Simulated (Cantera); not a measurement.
Input: 1 mol SiCl4, a varied amount of H2, held at 1550 K and 0.100 bar.

These are equilibrium values from Cantera (NASA tables, ideal gas, pure condensed phases), not measurements of a reactor. Candidate condensed phases: Si; 19 gas species. Equilibrium is a limit: real reactors are often held back by kinetics, nucleation or transport.

Task: Which condensed phases are stable at each of these points (n(H2) (mol)): 13, 18, 26, 36, 50, 70, 97, 140, 190?

Result: 
| n(H2) (mol) | condensed phases | Si condensed (%) |
|---|---|---|
| 13 | gas only | 0.0 |
| 18 | Si(s) | 7.9 |
| 26 | Si(s) | 20.4 |
| 36 | Si(s) | 31.7 |
| 50 | Si(s) | 42.7 |
| 70 | Si(s) | 53.2 |
| 97 | Si(s) | 62.3 |
| 140 | Si(s) | 71.2 |
| 190 | Si(s) | 77.3 |

At 13 mol H2 nothing is condensed. From 18 mol H2 to 190 mol H2 the condensed part is Si(s).
